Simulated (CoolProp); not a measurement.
Vapour-liquid equilibrium of benzene (1) + n-decane (2) at 373 K; x and y are mole fractions of (1).

Model: multi-fluid Helmholtz-energy mixture model, Thol 2012 and Lemmon 2006; pair parameters Bell 2016, in CoolProp.

```csv
x,"bubble pressure, mixture model (bar)","bubble pressure, Raoult's law (bar)","y, mixture model","y, Raoult's law"
0.05,0.1844,0.1801,0.506,0.498
0.2,[?],0.4350,0.831,0.825
0.35,0.7346,0.6899,[?],0.910
0.5,[?],0.9448,0.947,0.950
0.65,1.223,1.200,[?],0.972
0.8,1.459,1.455,0.983,0.987
0.95,[?],1.709,0.996,0.997
```

Q: Fill in the missing entries.

A: 
- 0.2, bubble pressure, mixture model (bar): 0.4632
- 0.35, y, mixture model: 0.911
- 0.5, bubble pressure, mixture model (bar): 0.9863
- 0.65, y, mixture model: 0.968
- 0.95, bubble pressure, mixture model (bar): 1.708

The largest gap from Raoult's law is +6.5 % in bubble pressure, at x = 0.2. No azeotrope shows between x = 0.05 and 0.95.

Pair parameters are fitted to limited data, so mixtures are less certain than the pure fluids.
